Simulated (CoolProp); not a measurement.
n-perfluorohexane along the isotherm 176.85 °C: fugacity coefficient from the reference equation and from simpler models built on Tc = 174.9 °C, pc = 17.42 bar, ω = 0.497; each cubic takes its own stable root.

Computed with CoolProp (reference Helmholtz-energy equation of state, Gao 2022).

```tsv
p (bar)	phase	reference	Redlich-Kwong	Peng-Robinson
0.138	gas	0.9973	0.9973	0.9970
0.208	gas	0.9959	0.9960	0.9955
0.313	gas	0.9938	0.9940	0.9933
0.473	gas	0.9906	0.9909	0.9899
0.713	gas	0.9859	0.9863	0.9848
1.08	gas	0.9787	0.9792	0.9770
1.62	gas	0.9681	0.9689	0.9656
2.45	gas	0.9518	…	0.9482
3.69	gas	0.9277	…	0.9225
5.57	gas	0.8913	0.8944	0.8841
8.41	gas	0.8368	0.8418	0.8275
12.7	gas	0.7543	0.7627	0.7438
19.1	supercritical	0.6159	0.6303	0.6102
28.9	supercritical	…	0.4677	0.4483
43.5	supercritical	0.3333	0.3596	0.3399
```

What belongs in the gaps?


- 2.45, Redlich-Kwong: 0.9531
- 3.69, Redlich-Kwong: 0.9296
- 28.9, reference: 0.4454
